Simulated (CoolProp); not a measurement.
C2F6 (R116) at several states: Z from the reference equation and from simpler models built on Tc = 19.9 °C, pc = 3048 kPa, ω = 0.257; each cubic takes its own stable root.

Model: reference Helmholtz-energy equation of state, Lemmon 2006, in CoolProp. It is a short technical equation, of lower accuracy than the large ones.

```csv
T (°C),p (kPa),phase,reference
106.75,3880,supercritical,0.8326
6.25,1720,gas,0.7133
122.15,9280,supercritical,0.7490
112.85,1490,gas,0.9396
83.25,13000,supercritical,0.6772
```

Problem. How far does each simpler model (van der Waals, Redlich-Kwong, Soave-Redlich-Kwong, Peng-Robinson) lie from the reference over these 5 states: mean and median of the absolute difference, and the worst?

Solution. 
- van der Waals: mean 7.6 %, median 7.2 %, worst +12.3 % at 83.25 °C and 13000 kPa
- Redlich-Kwong: mean 2.9 %, median 1.9 %, worst -6.5 % at 122.15 °C and 9280 kPa
- Soave-Redlich-Kwong: mean 3.1 %, median 1.2 %, worst +7.4 % at 83.25 °C and 13000 kPa
- Peng-Robinson: mean 1.3 %, median 1.1 %, worst -2.3 % at 6.25 °C and 1720 kPa
